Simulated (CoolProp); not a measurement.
Octamethyltrisiloxane (MDM) along the isobar 7.56 bar: fugacity coefficient from the reference equation and from simpler models built on Tc = 565.4 K, pc = 14.38 bar, ω = 0.528; each cubic takes its own stable root.

Computed with CoolProp (reference Helmholtz-energy equation of state, Thol 2017).

| T (K) | phase | reference |
|---|---|---|
| 481.1 | liquid | 0.4128 |
| 492.9 | liquid | 0.4988 |
| 504.6 | liquid | 0.5927 |
| 516.3 | liquid | 0.6941 |
| 528.1 | gas | 0.7707 |
| 539.8 | gas | 0.7906 |
| 551.5 | gas | 0.8082 |
| 563.3 | gas | 0.8239 |
| 575 | gas | 0.8379 |

Question: How far does each simpler model (Redlich-Kwong, Soave-Redlich-Kwong) lie from the reference over these 9 states: mean and median of the absolute difference, and the worst?

Answer: 
- Redlich-Kwong: mean 12.9 %, median 2.1 %, worst +42.2 % at 481.1 K and 7.56 bar
- Soave-Redlich-Kwong: mean 0.7 %, median 0.3 %, worst +1.5 % at 504.6 K and 7.56 bar

At some of these states Redlich-Kwong gives the other phase, because its saturation line lies elsewhere.
